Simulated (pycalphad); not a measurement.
Source of the numbers: pycalphad with the COST 507 light-alloy database (1999); pressure 1 atm. These are 1990s assessments: newer ones move some temperatures and phases.

# Al-1.02Si (wt.%): equilibrium cooling sequence

```tsv
T (K)	phases above	phases below
927.5	liquid	fcc + liquid
877.1	fcc + liquid	fcc
800.4	fcc	diamond (Si) + fcc
```

Changes were sought between steps of 40 K, so a narrower field can be missed.
